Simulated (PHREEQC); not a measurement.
A solution holds 0.14 mol H2SO4, 0.042 mol KNO3 and 0.0702 mol CuSO4 per kg of water, at 25 °C. Closed to the air; pH follows from the charge balance.

Equilibrium calculation in PHREEQC: ion-association model, phreeqc.dat.

### Question
The ionic strength comes out as 0.359 mol/kgw. What activity coefficients do SO4-2, H+, HSO4-, Cu+2, KSO4- get?

### Answer
SO4-2 0.23, H+ 0.78, HSO4- 0.73, Cu+2 0.27, KSO4- 0.71.

Precipitation was switched off in this run. Complexes and solids missing from the database can't appear.
